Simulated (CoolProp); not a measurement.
Vapour-liquid equilibrium of hydrogen sulfide (1) + isobutane (2) at 271.1 K; x and y are mole fractions of (1).

Computed with CoolProp (multi-fluid Helmholtz-energy mixture model, Lemmon 2006 and Bücker 2006; pair parameters Kunz 2012).

| x | bubble pressure (MPa) | y at the bubble point | dew pressure at overall composition x (MPa) | liquid density (mol/L) |
|---|---|---|---|---|
| 0.05 | 0.2143 | 0.338 | 0.1532 | 10.37 |
| 0.2 | 0.4118 | 0.691 | 0.1800 | 11.48 |
| 0.35 | 0.5704 | 0.803 | 0.2179 | 12.79 |
| 0.5 | 0.6861 | 0.857 | 0.2753 | 14.40 |
| 0.65 | 0.7747 | 0.895 | 0.3726 | 16.44 |
| 0.8 | 0.8554 | 0.931 | 0.5655 | 19.15 |
| 0.95 | 0.9412 | 0.979 | 0.8915 | 22.95 |

No azeotrope shows between x = 0.05 and 0.95.

Pair parameters are fitted to limited data, so mixtures are less certain than the pure fluids.
